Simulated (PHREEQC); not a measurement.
Dissolve 0.04 mol HCl, 0.00019 mol MnSO4 and 0.0011 mol MgSO4 per kg of water at 25 °C. Closed to the air; pH follows from the charge balance.

Equilibrium calculation in PHREEQC: ion-association model, wateq4f.dat.

The ionic strength comes out as 0.0434 mol/kgw. What activity coefficients do Cl-, SO4-2, Mg+2, Mn+2, MnCl+ get?

Cl- 0.82, SO4-2 0.48, Mg+2 0.50, Mn+2 0.50, MnCl+ 0.83.

Precipitation was switched off in this run. Complexes and solids missing from the database can't appear.
